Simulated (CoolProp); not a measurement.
Dodecamethylcyclohexasiloxane (D6) at 495.03 K and 0.0091 MPa is compressed adiabatically to 0.0509 MPa with isentropic efficiency 0.9. Each further row changes one setting.

Values from CoolProp's reference Helmholtz-energy equation of state, Colonna 2008. It is a short technical equation, of lower accuracy than the large ones.

```csv
case,work (kJ/kg),final temperature (K),final density (kg/m³)
as stated,17.4,505.7,5.67
efficiency 1,15.7,504.7,5.68
efficiency 0.65,24.1,509.5,5.62
```
